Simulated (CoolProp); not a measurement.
Saturation properties of benzene.

Computed with CoolProp (reference Helmholtz-energy equation of state, Thol 2012).

```tsv
T (°C)	p (bar)	liquid density (kg/m³)	vapour density (kg/m³)	liquid cp (kJ/(kg K))	surface tension (mN/m)	liquid viscosity (µPa s)
139.75	4.700	742.6	11.88	2.126	13.9	189
150.95	5.937	728.1	14.90	2.173	12.6	172
162.15	7.403	713.2	18.51	2.222	11.3	158
173.35	9.122	697.7	22.80	2.276	10.1	144
184.55	11.12	681.5	27.89	2.334	8.88	(withheld)
195.75	13.42	664.4	33.92	2.398	7.70	121
206.95	16.05	646.3	41.10	2.473	6.56	110
218.15	19.05	626.8	49.70	2.561	5.45	101
229.35	22.44	(withheld)	60.11	2.673	(withheld)	(withheld)
240.55	26.27	581.9	72.95	2.822	3.37	82.8
251.75	30.57	554.8	89.23	3.043	2.42	74.2
262.95	35.40	(withheld)	111.0	3.432	1.53	65.4
```

Problem. What belongs in the gaps?

Solution. 
- 184.55, liquid viscosity (µPa s): 132
- 229.35, liquid density (kg/m³): 605.5
- 229.35, surface tension (mN/m): 4.39
- 229.35, liquid viscosity (µPa s): 91.6
- 262.95, liquid density (kg/m³): 522.2

It boils at 80.1 °C under 1 atm.

Viscosity comes from a separate model (Avgeri 2014). Surface tension comes from a separate correlation (Mulero 2012).
